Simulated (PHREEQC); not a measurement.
A made-up water analysis in mmol/kgw, 25 °C, pH 3.03, pe 10.6: Na 10.6; K 5.81; Ca 15; Mg 5.65; Cl 17; S(6) 20.4; Cd 0.628.

Valence states are taken as typed.

The numbers come from PHREEQC with the ion-association model, wateq4f.dat.

Each row changes one thing in this solution. This is a speciation only: nothing precipitates in the calculation.

| case | ionic strength (mol/kgw) | K+ (mol/kgw) | Cd+2 (mol/kgw) | KSO4- (mol/kgw) | CdCl+ (mol/kgw) | CdSO4 (mol/kgw) | SI of Gypsum (CaSO4:2H2O) | SI of Halite (NaCl) |
|---|---|---|---|---|---|---|---|---|
| as made | 0.0714 | 0.00561 | 0.000265 | 0.000201 | 0.000172 | 0.000161 | -0.05 | -5.54 |
| K from 5.81 to 17.4 mmol/kgw | 0.0775 | 0.0168 | (withheld) | 0.000581 | 0.000172 | 0.000156 | -0.07 | (withheld) |
| Cl from 17 to 34 mmol/kgw | 0.0808 | 0.00561 | (withheld) | 0.000197 | 0.000260 | (withheld) | -0.07 | (withheld) |

Question: What belongs in the gaps?

Answer: 
- K from 5.81 to 17.4 mmol/kgw, Cd+2 (mol/kgw): 0.000271
- K from 5.81 to 17.4 mmol/kgw, SI of Halite (NaCl): -5.55
- Cl from 17 to 34 mmol/kgw, Cd+2 (mol/kgw): 0.000208
- Cl from 17 to 34 mmol/kgw, CdSO4 (mol/kgw): 0.000120
- Cl from 17 to 34 mmol/kgw, SI of Halite (NaCl): -5.25
